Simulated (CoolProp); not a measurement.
Vapour-liquid equilibrium of R125 (1) + cyclopropane (2) at 313.2 K; x and y are mole fractions of (1).

Model: multi-fluid Helmholtz-energy mixture model, Lemmon 2005 and Polt 1992; pair parameters Bell 2016, in CoolProp. This equation is an older, rougher fit; its heat capacities, sound speeds and derivatives of the liquid may be far off and weren't checked against measurements.

Problem. Give the bubble pressure and the first vapour's composition at x = 0.45, 0.85, 0.95. Is there an azeotrope?

Solution. x = 0.45: 19.18 bar, y = 0.570; x = 0.85: 20.69 bar, y = 0.844; x = 0.95: 20.39 bar, y = 0.943. y crosses x between x = 0.75 and 0.85: the model has an azeotrope there.

The pair parameters rest on a limited set of measurements; away from them the model extrapolates.
